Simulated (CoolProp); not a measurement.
Vapour-liquid equilibrium of carbon dioxide (1) + 1-butene (2) at 227.8 K; x and y are mole fractions of (1).

The numbers come from the multi-fluid Helmholtz-energy mixture model, Span 1996 and Lemmon 2005; pair parameters Bell 2016 in CoolProp.

```json
[
 {"x": "0.05", "bubble pressure (kPa)": "72.61", "y at the bubble point": "0.782", "dew pressure at overall composition x (kPa)": "17.13", "liquid density (mol/L)": "12.29"},
 {"x": "0.2", "bubble pressure (kPa)": "249.0", "y at the bubble point": "0.943", "dew pressure at overall composition x (kPa)": "(withheld)", "liquid density (mol/L)": "(withheld)"},
 {"x": "0.35", "bubble pressure (kPa)": "402.8", "y at the bubble point": "0.968", "dew pressure at overall composition x (kPa)": "24.96", "liquid density (mol/L)": "(withheld)"},
 {"x": "0.5", "bubble pressure (kPa)": "(withheld)", "y at the bubble point": "0.978", "dew pressure at overall composition x (kPa)": "32.32", "liquid density (mol/L)": "16.56"},
 {"x": "0.65", "bubble pressure (kPa)": "601.9", "y at the bubble point": "0.984", "dew pressure at overall composition x (kPa)": "(withheld)", "liquid density (mol/L)": "18.58"},
 {"x": "0.8", "bubble pressure (kPa)": "681.2", "y at the bubble point": "0.989", "dew pressure at overall composition x (kPa)": "(withheld)", "liquid density (mol/L)": "(withheld)"},
 {"x": "0.95", "bubble pressure (kPa)": "779.6", "y at the bubble point": "(withheld)", "dew pressure at overall composition x (kPa)": "279.8", "liquid density (mol/L)": "24.47"}
]
```

Fill in the missing entries.


- 0.2, dew pressure at overall composition x (kPa): 20.32
- 0.2, liquid density (mol/L): 13.49
- 0.35, liquid density (mol/L): 14.89
- 0.5, bubble pressure (kPa): 516.9
- 0.65, dew pressure at overall composition x (kPa): 45.83
- 0.8, dew pressure at overall composition x (kPa): 78.76
- 0.8, liquid density (mol/L): 21.12
- 0.95, y at the bubble point: 0.997

No azeotrope shows between x = 0.05 and 0.95.

Pair parameters are fitted to limited data, so mixtures are less certain than the pure fluids.
